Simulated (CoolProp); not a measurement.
Vapour-liquid equilibrium of R125 (1) + R115 (2) at 220 kPa; x and y are mole fractions of (1).

The numbers come from the multi-fluid Helmholtz-energy mixture model, Lemmon 2005 and Lemmon 2016; pair parameters Bell 2016 in CoolProp.

Task: Give the bubble temperature and the first vapour's composition at x = 0.45, 0.65, 0.95. Is there an azeotrope?

Result: x = 0.45: 243.1 K, y = 0.563; x = 0.65: 241.9 K, y = 0.695; x = 0.95: 241.9 K, y = 0.940. y crosses x between x = 0.75 and 0.85: the model has an azeotrope there.

The pair parameters rest on a limited set of measurements; away from them the model extrapolates.
